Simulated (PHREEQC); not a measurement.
Consider water at 25 °C with 0.00036 mol H2S, 5.4e-05 mol NaCl and 3.6e-05 mol Na2CO3 per kg of water. Closed to the air; pH follows from the charge balance.

Model: ion-association model, wateq4f.dat, run in PHREEQC.

This is a speciation only: nothing precipitates in the calculation.

Predict the pH, ionic strength.

pH 6.21; ionic strength 0.000127 mol/kgw.

In which forms is S present?

H2S 84 %, HS- 16 % of the S.

The polysulfide entries of wateq4f.dat were taken out for this run.
